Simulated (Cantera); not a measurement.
What does this Cantera script print?

```python
import numpy as np
import cantera as ct

gas = ct.Solution("gri30.yaml")
gas.TPX = 1575, 13332, {'C3H8': 1, 'H2': 46}
inlet = ct.Reservoir(gas, clone=True)

reactor = ct.IdealGasConstPressureReactor(gas, energy="off", clone=False)
exhaust = ct.Reservoir(gas, clone=True)
tau = [28, 11, 4.2, 1.6, 0.63, 0.24, 0.095, 0.037, 0.014, 0.0055][0]
for a, b in ((inlet, reactor), (reactor, exhaust)):
    ct.MassFlowController(a, b, mdot=lambda t: reactor.mass / tau)
net = ct.ReactorNet([reactor])
show = ['C3H8', 'H2', 'C2H', 'CH3', 'C2H2', 'CH2']

rows = []
print(f"{'tau/s':>10s}{'T/K':>9s}" + "".join(f"{s:>11s}" for s in show))
for tau in [28, 11, 4.2, 1.6, 0.63, 0.24, 0.095, 0.037, 0.014, 0.0055]:
    net.initial_time = 0.0
    net.advance(30 * tau)
    before = gas.X
    net.advance(40 * tau)
    drift = np.max(np.abs(gas.X - before) / (gas.X + 1e-9))
    rows.append([gas.T, *gas[show].X, drift])
    print(f"{tau:10.3e}{gas.T:9.1f}" + "".join(f"{x:11.3e}" for x in gas[show].X))
```

Result:

```
     tau/s      T/K       C3H8         H2        C2H        CH3       C2H2        CH2
 2.800e+01   1575.0  1.372e-07  9.643e-01  8.708e-09  2.559e-05  2.465e-02  2.788e-09
 1.100e+01   1575.0  3.437e-07  9.633e-01  8.733e-09  3.176e-05  2.371e-02  3.594e-09
 4.200e+00   1575.0  8.691e-07  9.619e-01  9.030e-09  4.135e-05  2.256e-02  5.060e-09
 1.600e+00   1575.0  2.132e-06  9.607e-01  9.944e-09  5.500e-05  2.148e-02  7.736e-09
 6.300e-01   1575.0  4.876e-06  9.598e-01  1.171e-08  7.386e-05  2.064e-02  1.263e-08
 2.400e-01   1575.0  1.103e-05  9.591e-01  1.462e-08  1.020e-04  1.990e-02  2.233e-08
 9.500e-02   1575.0  2.347e-05  9.585e-01  1.842e-08  1.401e-04  1.918e-02  3.951e-08
 3.700e-02   1575.0  4.972e-05  9.580e-01  2.309e-08  1.924e-04  1.828e-02  6.996e-08
 1.400e-02   1575.0  1.072e-04  9.576e-01  2.802e-08  2.625e-04  1.698e-02  1.217e-07
 5.500e-03   1575.0  2.259e-04  9.573e-01  3.139e-08  3.477e-04  1.507e-02  1.980e-07
```

Model: GRI-Mech 3.0 (53 species, 325 reactions), integrated in Cantera. GRI-Mech 3.0 was tuned for natural gas; its chemistry of propane as a main component is partial and can be far from experiment. GRI-Mech 3.0 stops at C3 and has no aromatics, soot or wall deposition, so with more carbon than oxygen in the feed, carbon stays in small species such as C2H2 where larger ones or solid carbon would form.
